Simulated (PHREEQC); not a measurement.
Model water analysis in mg/kgw, 26 °C, pH 2.6: Na 1690; K 990; Ca 15.5; Mg 548; Cl 2050; S(6) as SO4 4380.

Cl is adjusted to close the charge balance.
Valence states are taken as typed.

The numbers come from PHREEQC with the Pitzer model, pitzer.dat.

| quantity | before | after |
|---|---|---|
| SO4-2 (mol/kgw) | 0.0425 | 0.0432 |
| HSO4- (mol/kgw) | 0.00308 | 0.00235 |
| SI of Gypsum (CaSO4:2H2O) | -1.55 | -1.52 |
| SI of Epsomite (MgSO4:7H2O) | -2.48 | -2.37 |

Q: What was changed between the two runs?
A) all concentrations times 3 at the same typed pH
B) Mg from 548 to 274 mg/kgw
C) temperature from 26 to 15 °C at the same typed pH

A: C, temperature from 26 to 15 °C at the same typed pH

This is a speciation only: nothing precipitates in the calculation.
